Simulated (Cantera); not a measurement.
Gas-phase reforming

An isothermal, constant-pressure homogeneous reactor starts with CH₄ : CO₂ = 1 : 0.35 (molar parts), at 1675 K and 500000 Pa.

Cantera simulation using GRI-Mech 3.0 (53 species, 325 reactions); the numbers are that mechanism's predictions, not measurements. GRI-Mech 3.0 stops at C3 and has no aromatics, soot or wall deposition, so with more carbon than oxygen in the feed, carbon stays in small species such as C2H2 where larger ones or solid carbon would form.

| t (s) | x CH₄ | x CO₂ | x CH₃ | x C₂H₆ | x H₂O₂ | x OH |
|---|---|---|---|---|---|---|
| 2.00e-6 | 0.741 | 0.259 | 0.000145 | 1.68e-6 | <1e-12 | 1.41e-9 |
| 1.11e-5 | 0.740 | 0.259 | 0.000516 | 0.000152 | <1e-12 | 1.86e-9 |
| 6.13e-5 | 0.734 | 0.259 | 0.000778 | 0.00173 | <1e-12 | 3.31e-9 |
| 0.000340 | 0.693 | 0.255 | 0.00110 | 0.00524 | <1e-12 | 1.60e-8 |
| 0.00188 | 0.507 | 0.220 | 0.000705 | 0.00200 | <1e-12 | 7.38e-8 |
| 0.0104 | 0.230 | 0.116 | 0.000322 | 0.000396 | <1e-12 | 2.78e-7 |
| 0.0576 | 0.0931 | 0.0167 | 0.000152 | 0.000120 | <1e-12 | 4.87e-7 |
| 0.319 | 0.0906 | 0.00897 | 0.000139 | 0.000106 | <1e-12 | 2.27e-7 |
| 1.77 | 0.0869 | 0.000987 | 0.000126 | 8.87e-5 | <1e-12 | 2.14e-8 |
| 9.78 | 0.0861 | 1.37e-6 | 0.000124 | 8.64e-5 | <1e-12 | 2.96e-11 |
| 54.2 | 0.0861 | 1.34e-6 | 0.000124 | 8.64e-5 | <1e-12 | 2.90e-11 |
| 300 | 0.0861 | 1.34e-6 | 0.000124 | 8.64e-5 | <1e-12 | 2.90e-11 |
x: mole fraction; the columns are a selection and need not sum to one.

Equilibrium at this temperature and pressure: CH₄ 0.0861, CO₂ 1.36e-6, CH₃ 0.000124, C₂H₆ 8.64e-5, H₂O₂ <1e-12, OH 2.93e-11 (gas phase only).
